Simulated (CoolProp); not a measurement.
Properties of fluoroethane (R161) along the isotherm 22.05 °C (Tc = 102.1 °C, pc = 5.010 MPa, ω = 0.216).

Computed with CoolProp (reference Helmholtz-energy equation of state, Wu 2012).

```csv
p (MPa),phase,Z,cp (kJ/(kg K)),cv (kJ/(kg K)),expansivity (1/kK),fugacity coefficient
0.0158,gas,0.9975,1.232,1.057,3.416,0.9975
0.0267,gas,0.9958,1.234,1.058,3.435,0.9958
0.045,gas,0.9929,___,1.059,3.468,0.9930
0.076,gas,0.9880,1.245,1.062,3.526,0.9881
0.128,gas,0.9796,1.256,1.066,3.628,0.9800
0.216,gas,0.9651,1.277,1.073,3.813,___
0.365,gas,0.9396,1.317,1.086,___,0.9431
0.616,gas,___,1.402,1.110,4.953,0.9038
1.04,liquid,0.02837,2.268,1.450,2.972,0.7138
1.76,liquid,0.04786,2.254,1.450,2.891,0.4301
2.96,liquid,0.08009,2.233,1.449,2.769,0.2642
5,liquid,0.1342,___,1.449,2.595,0.1652
```

Problem. Fill in the missing entries.

Solution. 
- 0.045, cp (kJ/(kg K)): 1.238
- 0.216, fugacity coefficient: 0.9663
- 0.365, expansivity (1/kK): 4.171
- 0.616, Z: 0.8931
- 5, cp (kJ/(kg K)): 2.203
